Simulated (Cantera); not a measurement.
## Adiabatic ignition

An adiabatic, constant-volume homogeneous reactor starts with CO : H2 : CH4 : O2 : N2 : CO2 = 1 : 0.04 : 0.31 : 0.76 : 3.27 : 0.39 (molar parts), equivalence ratio 1.5, at 1525 K and 5.00 bar.

Cantera simulation using GRI-Mech 3.0 (53 species, 325 reactions); the numbers are that mechanism's predictions, not measurements.

```json
[
 {"t (s)": "2.00e-6", "T (K)": "1525", "P (bar)": "5.00", "x CO": "0.173", "x H2": "0.00693", "x CH4": "0.0537", "x H": "5.42e-8", "x CH2": "2.14e-12", "x HCN": "<1e-12", "x C2H": "<1e-12"},
 {"t (s)": "5.79e-6", "T (K)": "1525", "P (bar)": "5.00", "x CO": "0.173", "x H2": "0.00693", "x CH4": "0.0537", "x H": "1.06e-7", "x CH2": "1.51e-11", "x HCN": "<1e-12", "x C2H": "<1e-12"},
 {"t (s)": "1.68e-5", "T (K)": "1525", "P (bar)": "5.00", "x CO": "0.173", "x H2": "0.00693", "x CH4": "0.0537", "x H": "3.27e-7", "x CH2": "1.83e-10", "x HCN": "<1e-12", "x C2H": "<1e-12"},
 {"t (s)": "4.85e-5", "T (K)": "1527", "P (bar)": "5.01", "x CO": "0.173", "x H2": "0.00693", "x CH4": "0.0533", "x H": "1.58e-6", "x CH2": "3.63e-9", "x HCN": "<1e-12", "x C2H": "<1e-12"},
 {"t (s)": "0.000140", "T (K)": "1559", "P (bar)": "5.11", "x CO": "0.173", "x H2": "0.00758", "x CH4": "0.0490", "x H": "6.98e-6", "x CH2": "3.55e-8", "x HCN": "7.34e-12", "x C2H": "1.07e-11"},
 {"t (s)": "0.000406", "T (K)": "2919", "P (bar)": "9.52", "x CO": "0.144", "x H2": "0.0125", "x CH4": "<1e-12", "x H": "0.00446", "x CH2": "<1e-12", "x HCN": "2.53e-8", "x C2H": "<1e-12"},
 {"t (s)": "0.00118", "T (K)": "2913", "P (bar)": "9.50", "x CO": "0.145", "x H2": "0.0126", "x CH4": "<1e-12", "x H": "0.00440", "x CH2": "<1e-12", "x HCN": "3.17e-8", "x C2H": "<1e-12"},
 {"t (s)": "0.00340", "T (K)": "2913", "P (bar)": "9.50", "x CO": "0.145", "x H2": "0.0126", "x CH4": "<1e-12", "x H": "0.00440", "x CH2": "<1e-12", "x HCN": "3.17e-8", "x C2H": "<1e-12"},
 {"t (s)": "0.00985", "T (K)": "2913", "P (bar)": "9.50", "x CO": "0.145", "x H2": "0.0126", "x CH4": "<1e-12", "x H": "0.00440", "x CH2": "<1e-12", "x HCN": "3.17e-8", "x C2H": "<1e-12"},
 {"t (s)": "0.0285", "T (K)": "2913", "P (bar)": "9.50", "x CO": "0.145", "x H2": "0.0126", "x CH4": "<1e-12", "x H": "0.00440", "x CH2": "<1e-12", "x HCN": "3.17e-8", "x C2H": "<1e-12"},
 {"t (s)": "0.0825", "T (K)": "2913", "P (bar)": "9.50", "x CO": "0.145", "x H2": "0.0126", "x CH4": "<1e-12", "x H": "0.00440", "x CH2": "<1e-12", "x HCN": "3.17e-8", "x C2H": "<1e-12"},
 {"t (s)": "0.239", "T (K)": "2913", "P (bar)": "9.50", "x CO": "0.145", "x H2": "0.0126", "x CH4": "<1e-12", "x H": "0.00440", "x CH2": "<1e-12", "x HCN": "3.17e-8", "x C2H": "<1e-12"},
 {"t (s)": "0.691", "T (K)": "2913", "P (bar)": "9.50", "x CO": "0.145", "x H2": "0.0126", "x CH4": "<1e-12", "x H": "0.00440", "x CH2": "<1e-12", "x HCN": "3.17e-8", "x C2H": "<1e-12"},
 {"t (s)": "2.00", "T (K)": "2913", "P (bar)": "9.50", "x CO": "0.145", "x H2": "0.0126", "x CH4": "<1e-12", "x H": "0.00440", "x CH2": "<1e-12", "x HCN": "3.17e-8", "x C2H": "<1e-12"}
]
```
x: mole fraction; the columns are a selection and need not sum to one.

```
Quantity                                                          Result
---------------------------------  -------------------------------------
time of steepest temperature rise                               0.203 ms
temperature at 2.00 s                                             2913 K
equilibrium temperature                                           2913 K
x(CO) at 2.00 s                      0.145 (gas-phase equilibrium 0.145)
x(H2) at 2.00 s                    0.0126 (gas-phase equilibrium 0.0126)
x(CH4) at 2.00 s                   <1e-12 (gas-phase equilibrium <1e-12)
```
